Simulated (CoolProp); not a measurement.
A simple Rankine cycle with hexamethyldisiloxane (MM): condensing at 322.15 K, boiler at 0.117 MPa, turbine inlet 528.6 K, turbine efficiency 0.9, pump efficiency 0.6, no recuperator. Each further row changes one setting.

Values from CoolProp's reference Helmholtz-energy equation of state, Thol 2016.

```csv
case,thermal efficiency (%),net work (kJ/kg),heat in (kJ/kg),turbine exit temperature (K),volume ratio over the turbine
as stated,7.7,45.4,593,505.6,6.76
turbine inlet 548.6 K,7.4,47.2,635,525.3,6.75
condensing temperature 314.15 K,8.8,53.3,609,501.6,9.48
boiler pressure 0.0819 MPa,6.3,37.3,594,509.9,4.74
turbine efficiency 0.8,6.8,40.3,593,508.1,6.79
```
